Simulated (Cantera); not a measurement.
Input (Python, Cantera):

```python
import numpy as np
import cantera as ct

gas = ct.Solution("h2o2.yaml")
gas.TP = 300, 101325
flame = ct.CounterflowDiffusionFlame(gas, width=0.02)
flame.fuel_inlet.X, flame.fuel_inlet.T = {'H2': 1}, 325
flame.oxidizer_inlet.X, flame.oxidizer_inlet.T = {'O2': 0.23, 'N2': 0.77}, 750
flame.set_refine_criteria(ratio=3, slope=0.12, curve=0.24, prune=0.03)
show = ['OH', 'H', 'H2O', 'HO2']

rows = []
print(f"{'mdot':>8s}{'a_max':>10s}{'a_mean':>10s}{'Tmax/K':>9s}" + "".join(f"{s:>11s}" for s in show) + "   (peak mole fractions)")
for i, mdot in enumerate([0.61, 0.86, 1.2, 1.7, 2.5, 3.5, 4.9]):  # kg/m2/s on the oxidiser side
    flame.oxidizer_inlet.mdot, flame.fuel_inlet.mdot = mdot, 0.48 * mdot
    flame.solve(loglevel=0, auto=(i == 0))
    if flame.T.max() < max(325, 750) + 100:
        print(f"{mdot:8.3g}  no burning solution found from the previous one")
        break
    dT = np.abs(np.gradient(flame.T, flame.grid))
    rows.append([flame.strain_rate("max"), flame.strain_rate("mean"), flame.T.max(),
                 *(flame.X[gas.species_index(s)].max() for s in show), max(dT[0], dT[-1]) / dT.max()])
    print(f"{mdot:8.3g}{rows[-1][0]:10.1f}{rows[-1][1]:10.1f}{rows[-1][2]:9.1f}" + "".join(f"{x:11.3e}" for x in rows[-1][3:-1]))
```

It prints:

```
    mdot     a_max    a_mean   Tmax/K         OH          H        H2O        HO2   (peak mole fractions)
    0.61     877.4     258.5   2597.1  2.800e-02  2.332e-02  2.844e-01  4.240e-05
    0.86    1216.0     364.5   2549.1  2.813e-02  2.579e-02  2.813e-01  5.276e-05
     1.2    1674.3     508.6   2487.8  2.775e-02  2.828e-02  2.788e-01  6.337e-05
     1.7    2333.0     720.5   2430.1  2.784e-02  3.161e-02  2.759e-01  7.523e-05
     2.5    3419.4    1059.6   2356.6  2.744e-02  3.588e-02  2.723e-01  9.057e-05
     3.5    4761.5    1483.5   2284.9  2.668e-02  3.976e-02  2.694e-01  1.040e-04
     4.9    6626.0    2076.9   2205.4  2.557e-02  4.356e-02  2.666e-01  1.167e-04
```

Detailed kinetics in Cantera: the H2/O2 subset of GRI-Mech 3.0, which has no nitrogen chemistry. The maximum strain rate includes the flame's own expansion and is several times the mean.
